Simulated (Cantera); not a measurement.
Feed: 1 mol N₂O, a varied amount of H₂, 34 mol N₂, equilibrated at 1773 K and 13.0 bar.

Method: chemical equilibrium by Gibbs-energy minimisation in Cantera with the NASA 1993 tables (ideal gas, pure condensed phases). Candidate condensed phases: H₂O; 24 gas species. The numbers say what is thermodynamically allowed, not how fast it happens.

log p: log10 of the partial pressure in bar; nothing condenses.

| n(H₂) (mol) | log p N₂ | log p H₂ | log p H₂O | log p O₂ | log p NO |
|---|---|---|---|---|---|
| 0.18 | 1.11 | -5.14 | -1.18 | -0.84 | ___ |
| 0.77 | 1.10 | -4.23 | -0.56 | -1.42 | ___ |
| 1.4 | 1.10 | -0.85 | -0.45 | -7.96 | ___ |
| 2 | 1.09 | -0.45 | -0.45 | -8.76 | ___ |
| 2.6 | 1.08 | -0.26 | -0.46 | -9.17 | ___ |
| 3.1 | 1.08 | -0.14 | -0.47 | -9.40 | ___ |
| 3.7 | 1.07 | -0.04 | -0.47 | -9.62 | ___ |

Problem. Complete the blanks.

Solution. 
- 0.18, log p NO: -1.90
- 0.77, log p NO: -2.19
- 1.4, log p NO: -5.46
- 2, log p NO: -5.87
- 2.6, log p NO: -6.07
- 3.1, log p NO: -6.19
- 3.7, log p NO: -6.31
